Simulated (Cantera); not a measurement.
## Equilibrium for boron, boron nitride and boron oxide: B2O3 + N2

A closed system holds: 1 mol B2O3, 2.6 mol N2, equilibrated at 2198.15 K and 100 Torr.

Method: chemical equilibrium by Gibbs-energy minimisation in Cantera with the NASA 1993 tables (ideal gas, pure condensed phases). Candidate condensed phases: B, BN, B2O3; 17 gas species. Equilibrium is a limit: real reactors are often held back by kinetics, nucleation or transport.

The x(N2) is 0.720. The x(B2O3) comes out as 0.273 and the x(BO2) comes out as 0.00348. The x(BO) is 0.00278. The x(B2O2) is 0.000467, the x(NO) comes out as 7.65e-5 and the x(O) comes out as 2.14e-5. The x(O2) comes out as 8.52e-6. The gas amount comes out as 3.612 mol. The log10 activity of B(s) (absent) is -5.13.
